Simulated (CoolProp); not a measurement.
Vapour-liquid equilibrium of toluene (1) + n-dodecane (2) at 350.9 K; x and y are mole fractions of (1).

Computed with CoolProp (multi-fluid Helmholtz-energy mixture model, Lemmon 2006 and Lemmon 2004; pair parameters Bell 2016).

| x | bubble pressure (bar) | y at the bubble point | dew pressure at overall composition x (bar) | liquid density (mol/L) |
|---|---|---|---|---|
| 0.05 | ? | 0.707 | 0.006818 | 4.269 |
| 0.15 | 0.05469 | 0.900 | 0.007599 | 4.531 |
| 0.25 | ? | 0.948 | 0.008584 | 4.820 |
| 0.35 | 0.1300 | ? | 0.009861 | 5.144 |
| 0.45 | 0.1676 | 0.979 | ? | ? |
| 0.55 | ? | 0.986 | 0.01404 | ? |
| 0.65 | 0.2386 | 0.990 | 0.01782 | 6.399 |
| 0.75 | 0.2727 | 0.994 | 0.02439 | 6.951 |
| 0.85 | 0.3068 | 0.997 | 0.03869 | 7.598 |
| 0.95 | 0.3416 | 0.999 | 0.09501 | 8.369 |

Question: What belongs in the gaps?

Answer: 
- 0.05, bubble pressure (bar): 0.02106
- 0.25, bubble pressure (bar): 0.09185
- 0.35, y at the bubble point: 0.968
- 0.45, dew pressure at overall composition x (bar): 0.01158
- 0.45, liquid density (mol/L): 5.509
- 0.55, bubble pressure (bar): 0.2038
- 0.55, liquid density (mol/L): 5.924

No azeotrope shows between x = 0.05 and 0.95.

The pair parameters rest on a limited set of measurements; away from them the model extrapolates. The gap from Raoult's law changes sign with composition, which may be real or a fault of the pair parameters; it wasn't checked against measurements.
